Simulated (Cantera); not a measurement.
What does this Cantera script print?

```python
import numpy as np
import cantera as ct

gas = ct.Solution("gri30.yaml")


def delay(T, t_max=10):
    gas.TPX = T, 760000, {'CO': 1, 'H2': 1.2, 'O2': 1.83, 'N2': 9.17}
    reactor = ct.IdealGasConstPressureReactor(gas, clone=False)
    net = ct.ReactorNet([reactor])
    net.rtol, net.atol = 1e-8, 1e-16
    while net.time < t_max:
        t_old, T_old = net.time, reactor.T
        net.step()
        if reactor.T > T + 400:  # ignition: a rise of 400 K
            return t_old + (T + 400 - T_old) / (reactor.T - T_old) * (net.time - t_old)
    return np.nan


taus = []
for T in [1173, 1248, 1323, 1398, 1473, 1548]:
    taus.append(delay(T))
    print(f"T0 = {T:6g} K   tau = {taus[-1]:.4e} s")
```

It prints:

```
T0 =   1173 K   tau = 5.3557e-05 s
T0 =   1248 K   tau = 1.3509e-05 s
T0 =   1323 K   tau = 7.2979e-06 s
T0 =   1398 K   tau = 4.9868e-06 s
T0 =   1473 K   tau = 3.8303e-06 s
T0 =   1548 K   tau = 3.1752e-06 s
```

Model: GRI-Mech 3.0 (53 species, 325 reactions), integrated in Cantera. The hydrogen kinetics of GRI-Mech 3.0 are dated; newer H2 mechanisms differ, most at raised pressure. Where the delays flatten at high temperature, the 400 K rule measures the pace of heat release, not the induction time.
